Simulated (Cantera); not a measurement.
# Thermodynamics of halide evaporation, hydrolysis and transport, feed FeCl3 + H2O + N2

Charge: 1 mol FeCl3, a varied amount of H2O, 7.3 mol N2, at 1600 °C and 0.0170 bar.

Cantera equilibrium calculation (NASA polynomials, part measured and part estimated; ideal gas, pure solids and liquids). Candidate condensed phases: Fe, FeCl2, FeCl3, FeO, Fe(OH)2, Fe(OH)3, Fe2O3, Fe3O4, H2O, NH4Cl; 37 gas species. The tables' stoichiometric FeO is somewhat more stable than real wüstite, so its field is too wide. FeO: taken at fixed stoichiometry. Kinetics and transport are ignored.

| n(H2O) (mol) | x N2 | x H2O | x HCl | x FeCl2 | x Cl | x O2 | x H2 | x OH | n FeO(l) |
|---|---|---|---|---|---|---|---|---|---|
| 1.5 | 0.687 | 0.0854 | 0.109 | 0.0775 | 0.0183 | 0.0181 | 0.000505 | 0.00146 | 0.177 |
| 1.9 | 0.662 | 0.112 | 0.118 | 0.0686 | 0.0171 | 0.0176 | 0.000671 | 0.00166 | 0.243 |
| 2.5 | 0.628 | 0.150 | 0.126 | 0.0583 | 0.0156 | 0.0169 | 0.000920 | 0.00190 | 0.322 |
| 3.2 | 0.592 | 0.192 | 0.131 | 0.0492 | 0.0142 | 0.0161 | 0.00120 | 0.00213 | 0.392 |
| 4.2 | 0.548 | 0.246 | 0.133 | 0.0398 | 0.0125 | 0.0152 | 0.00159 | 0.00237 | 0.469 |
| 5.4 | 0.502 | 0.302 | 0.132 | 0.0318 | 0.0110 | 0.0142 | 0.00201 | 0.00259 | 0.537 |
| 7 | 0.452 | 0.366 | 0.128 | 0.0245 | 0.00949 | 0.0132 | 0.00254 | 0.00279 | 0.603 |
| 9.1 | 0.400 | 0.434 | 0.120 | 0.0183 | 0.00802 | 0.0121 | 0.00314 | 0.00298 | 0.664 |
| 12 | 0.345 | 0.507 | 0.109 | 0.0130 | 0.00660 | 0.0109 | 0.00386 | 0.00314 | 0.722 |
| 15 | 0.302 | 0.565 | 0.0993 | 0.00963 | 0.00556 | 0.0100 | 0.00448 | 0.00324 | 0.763 |
x: gas mole fraction; n: condensed amount in mol.

From 1.5 mol H2O to 15 mol H2O the condensed part is FeO(l). The main Fe-bearing gas is FeCl2 throughout. The share of Fe in condensed phases is highest at 15 mol H2O (76.3 %) and lowest at 1.5 mol H2O (17.7 %).
